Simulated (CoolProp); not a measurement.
Hydrogen chloride along the isobar 99.1 bar: fugacity coefficient from the reference equation and from simpler models built on Tc = 51.5 °C, pc = 83.14 bar, ω = 0.130; each cubic takes its own stable root.

Values from CoolProp's reference Helmholtz-energy equation of state, Thol 2018.

```tsv
T (°C)	phase	reference	van der Waals	Redlich-Kwong	Soave-Redlich-Kwong
11.75	liquid	0.3005	0.4281	0.3394	0.3217
31.15	liquid	___	0.5205	___	0.4477
50.55	liquid	0.5499	0.6108	___	___
69.95	supercritical	0.6537	0.6863	0.6701	0.6759
89.35	supercritical	0.7130	0.7332	___	___
108.85	supercritical	0.7573	0.7689	___	0.7788
128.25	supercritical	0.7924	0.7978	0.7997	0.8148
147.65	supercritical	0.8211	0.8220	0.8274	0.8445
167.05	supercritical	0.8450	0.8426	0.8505	0.8694
186.45	supercritical	___	0.8602	0.8701	0.8903
```

Q: Fill in the missing entries.

A: 
- 31.15, reference: 0.4203
- 31.15, Redlich-Kwong: 0.4586
- 50.55, Redlich-Kwong: 0.5787
- 50.55, Soave-Redlich-Kwong: 0.5782
- 89.35, Redlich-Kwong: 0.7245
- 89.35, Soave-Redlich-Kwong: 0.7340
- 108.85, Redlich-Kwong: 0.7662
- 186.45, reference: 0.8652
